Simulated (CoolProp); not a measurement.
Vapour-liquid equilibrium of dimethyl ether (1) + isobutane (2) at 291.3 K; x and y are mole fractions of (1).

Values from CoolProp's multi-fluid Helmholtz-energy mixture model, Wu 2011 and Bücker 2006; pair parameters Bell 2016.

```tsv
x	bubble pressure, mixture model (MPa)	bubble pressure, Raoult's law (MPa)	y, mixture model	y, Raoult's law
0.05	0.3083	0.2955	0.112	0.082
0.15	0.3472	0.3151	0.280	0.229
0.25	0.3792	0.3347	0.402	0.360
0.35	0.4054	0.3543	0.498	0.476
0.45	0.4270	0.3740	0.580	0.580
0.55	0.4447	0.3936	0.652	0.673
0.65	0.4591	0.4132	0.722	0.758
0.75	0.4703	0.4329	0.791	0.835
0.85	0.4781	0.4525	0.866	0.905
0.95	0.4819	0.4721	0.951	0.970
```

The largest gap from Raoult's law is +14.4 % in bubble pressure, at x = 0.35. No azeotrope shows between x = 0.05 and 0.95.

The pair parameters rest on a limited set of measurements; away from them the model extrapolates.
